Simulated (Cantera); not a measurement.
Standard-state values (1 bar) from the NASA 1993 polynomials, evaluated with Cantera. Values are per mole of reaction as written; species without (g) are pure solids or liquids, kept so even where they would boil at 1 bar.

### Question
Between 1000 and 1900 K, where is each reaction favourable under standard conditions?
- 10 OH(g) + 2 P₂(g) = P₄O₁₀(g) + 10 H(g)

### Answer
- 10 OH(g) + 2 P₂(g) = P₄O₁₀(g) + 10 H(g): ΔG° is -725 kJ at 1000 K and -223 kJ at 1900 K; it stays negative (K > 1). ΔH° is -1217 kJ and ΔS° -523 J/K at 1900 K.
